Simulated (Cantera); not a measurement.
**Adiabatic ignition**

An adiabatic, constant-pressure homogeneous reactor starts with 16.4 % CH₃OH, 17.5 % O₂, 66.1 % N₂, equivalence ratio 1.4, at 1775 K and 0.266 atm.

Model: GRI-Mech 3.0 (53 species, 325 reactions), integrated in Cantera. GRI-Mech 3.0 was tuned for natural gas; its chemistry of methanol as a main component is partial and can be far from experiment.

```csv
t (s),T (K),x CH₃OH,x O₂,x H₂O₂,x C₂H₂,x HCO,x NO₂,x H₂
1.00e-6,1775,0.164,0.175,5.76e-9,1.07e-9,9.35e-9,<1e-12,2.89e-5
3.39e-6,1775,0.163,0.175,9.70e-7,6.11e-9,1.01e-7,<1e-12,0.000171
1.15e-5,1775,0.161,0.174,3.74e-5,2.39e-8,1.01e-6,<1e-12,0.000815
3.89e-5,1794,0.144,0.165,0.000516,1.25e-7,3.04e-5,4.92e-11,0.00696
0.000132,2373,<1e-12,0.0177,6.27e-8,<1e-12,1.00e-7,4.27e-10,0.0591
0.000447,2490,<1e-12,0.0152,6.15e-8,<1e-12,8.30e-8,6.56e-9,0.0589
0.00152,2663,<1e-12,0.0117,9.09e-8,<1e-12,7.02e-8,6.87e-8,0.0563
0.00514,2709,<1e-12,0.0100,1.06e-7,<1e-12,7.02e-8,3.00e-7,0.0560
0.0174,2706,<1e-12,0.00958,1.03e-7,<1e-12,7.01e-8,4.57e-7,0.0564
0.0590,2706,<1e-12,0.00957,1.03e-7,<1e-12,7.01e-8,4.62e-7,0.0564
0.200,2706,<1e-12,0.00957,1.03e-7,<1e-12,7.01e-8,4.62e-7,0.0564
```
x: mole fraction; the columns are a selection and need not sum to one.

```
Item                                                                 Value
---------------------------------  ---------------------------------------
time of steepest temperature rise                                  90.1 µs
temperature at 0.200 s                                              2706 K
equilibrium temperature                                             2706 K
x(CH₃OH) at 0.200 s                  <1e-12 (gas-phase equilibrium <1e-12)
x(O₂) at 0.200 s                   0.00957 (gas-phase equilibrium 0.00957)
x(H₂O₂) at 0.200 s                 1.03e-7 (gas-phase equilibrium 1.03e-7)
```
